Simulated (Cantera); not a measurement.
## Low-pressure radical oxidation in H2/O2

A perfectly stirred reactor is fed with 9.09 % H₂, 90.9 % O₂, equivalence ratio 0.050, at 0.825 Torr; it is held at 1175 K, and followed from long to short residence time.

Model: the H2/O2 subset of GRI-Mech 3.0, which has no nitrogen chemistry, integrated in Cantera. Radical loss at walls, strong at low pressure, is not modelled. The temperature is held fixed by assumption; the heat of reaction is taken as removed at once.

```json
[
 {"τ (s)": "28", "x H₂": "0.000488", "x O₂": "0.895", "x H₂O₂": "1.41e-8", "x OH": "0.00231", "x H₂O": "0.0922"},
 {"τ (s)": "8.0", "x H₂": "0.000980", "x O₂": "0.885", "x H₂O₂": "1.46e-8", "x OH": "0.00326", "x H₂O": "0.0890"},
 {"τ (s)": "2.2", "x H₂": "0.00172", "x O₂": "0.869", "x H₂O₂": "1.38e-8", "x OH": "0.00424", "x H₂O": "0.0834"},
 {"τ (s)": "0.63", "x H₂": "0.00251", "x O₂": "0.855", "x H₂O₂": "1.32e-8", "x OH": "0.00493", "x H₂O": "0.0779"},
 {"τ (s)": "0.18", "x H₂": "0.00375", "x O₂": "0.850", "x H₂O₂": "1.42e-8", "x OH": "0.00551", "x H₂O": "0.0737"},
 {"τ (s)": "0.050", "x H₂": "0.00724", "x O₂": "0.851", "x H₂O₂": "1.84e-8", "x OH": "0.00645", "x H₂O": "0.0684"},
 {"τ (s)": "0.014", "x H₂": "0.0175", "x O₂": "0.860", "x H₂O₂": "2.64e-8", "x OH": "0.00772", "x H₂O": "0.0576"},
 {"τ (s)": "0.0039", "x H₂": "0.0449", "x O₂": "0.879", "x H₂O₂": "2.79e-8", "x OH": "0.00721", "x H₂O": "0.0344"}
]
```
x: mole fraction; the columns are a selection and need not sum to one.
